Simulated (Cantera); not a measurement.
A perfectly stirred reactor is fed with CH₄ : O₂ : N₂ : CO₂ = 1 : 4.88 : 18.3 : 2.2 (molar parts), equivalence ratio 0.41, at 5.00 bar; it is adiabatic with a 500 K inlet, and is followed from long to short residence time, starting on the burning branch (τ in s: 0.042, 0.019, 0.0088, 0.004, 0.0018, 0.00084, 0.00039, 0.00018, 8.1e-05, 3.7e-05, 1.7e-05, 7.8e-06, 3.6e-06).

Computed with Cantera and GRI-Mech 3.0 (53 species, 325 reactions).

Q: Predict: blow-out, bracketed by the residence times tried; x(CH₄) at τ = 42.0 ms; x(O₂) at τ = 42.0 ms; x(CO₂) at τ = 42.0 ms; x(CH₂CO) at τ = 42.0 ms; x(CO) at τ = 42.0 ms; x(CH₄) at τ = 0.390 ms; x(O₂) at τ = 0.390 ms; x(CO₂) at τ = 0.390 ms.

A: 
```
Item                                                                           Value
------------------------------------------------  ----------------------------------
blow-out, bracketed by the residence times tried  burning at 19.0 ms, out at 8.80 ms
x(CH₄) at τ = 42.0 ms                                                       0.000390
x(O₂) at τ = 42.0 ms                                                           0.111
x(CO₂) at τ = 42.0 ms                                                          0.117
x(CH₂CO) at τ = 42.0 ms                                                      4.34e-6
x(CO) at τ = 42.0 ms                                                         0.00318
x(CH₄) at τ = 0.390 ms                                                        0.0379
x(O₂) at τ = 0.390 ms                                                          0.185
x(CO₂) at τ = 0.390 ms                                                        0.0834
```
